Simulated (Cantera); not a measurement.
**Thermodynamics of silicon epitaxy and polysilicon growth, feed SiH2Cl2 + H2**

Feed: 1 mol SiH2Cl2, 320 mol H2, equilibrated at 0.280 bar.

Equilibrium computed with Cantera from the NASA thermochemical tables; the gas is ideal and each condensed phase is pure. Candidate condensed phases: Si; 19 gas species. The tables' values for SiCl3 are old estimates; treat these amounts as uncertain. Gases not in the tables: Si2H6 and higher silanes. Rates play no part.

From 823 K to 1648 K the condensed part is Si(s). At 1723 K the condensed part is Si(l). The main Si-bearing gas is SiHCl3 at 823 K and SiCl2 at 1723 K. The share of Si in condensed phases is highest at 1348 K (96.4 %) and lowest at 823 K (46.0 %).

| T (K) | x H2 | x HCl | x SiHCl3 | x SiCl4 | x H | x SiH2Cl2 | x SiCl2 | x SiH2 | n Si(s) | n Si(l) |
|---|---|---|---|---|---|---|---|---|---|---|
| 823 | 0.998 | 0.000735 | 0.000958 | 0.000585 | 1.38e-11 | 0.000132 | 5.96e-7 | <1e-12 | 0.460 | 0 |
| 898 | 0.997 | 0.00166 | 0.000794 | 0.000475 | 2.06e-10 | 0.000126 | 3.73e-6 | 3.44e-12 | 0.547 | 0 |
| 973 | 0.996 | 0.00308 | 0.000550 | 0.000302 | 2.04e-9 | 0.000105 | 1.53e-5 | 4.17e-11 | 0.682 | 0 |
| 1048 | 0.995 | 0.00460 | 0.000278 | 0.000126 | 1.46e-8 | 6.99e-5 | 3.97e-5 | 3.53e-10 | 0.828 | 0 |
| 1123 | 0.994 | 0.00556 | 9.52e-5 | 3.10e-5 | 8.02e-8 | 3.58e-5 | 6.56e-5 | 2.25e-9 | 0.921 | 0 |
| 1198 | 0.994 | 0.00589 | 2.71e-5 | 5.97e-6 | 3.58e-7 | 1.61e-5 | 8.20e-5 | 1.13e-8 | 0.954 | 0 |
| 1273 | 0.994 | 0.00597 | 8.06e-6 | 1.21e-6 | 1.34e-6 | 7.42e-6 | 9.27e-5 | 4.73e-8 | 0.963 | 0 |
| 1348 | 0.994 | 0.00598 | 2.67e-6 | 2.83e-7 | 4.36e-6 | 3.66e-6 | 0.000101 | 1.68e-7 | 0.964 | 0 |
| 1423 | 0.994 | 0.00598 | 9.86e-7 | 7.65e-8 | 1.25e-5 | 1.94e-6 | 0.000108 | 5.23e-7 | 0.963 | 0 |
| 1498 | 0.994 | 0.00597 | 4.02e-7 | 2.35e-8 | 3.24e-5 | 1.09e-6 | 0.000115 | 1.45e-6 | 0.961 | 0 |
| 1573 | 0.994 | 0.00596 | 1.79e-7 | 8.10e-9 | 7.66e-5 | 6.52e-7 | 0.000121 | 3.65e-6 | 0.959 | 0 |
| 1648 | 0.994 | 0.00595 | 8.57e-8 | 3.08e-9 | 0.000168 | 4.08e-7 | 0.000127 | 8.42e-6 | 0.955 | 0 |
| 1723 | 0.994 | 0.00596 | 4.12e-8 | 1.20e-9 | 0.000344 | 2.49e-7 | 0.000124 | 1.69e-5 | 0 | 0.952 |
x: gas mole fraction; n: condensed amount in mol.
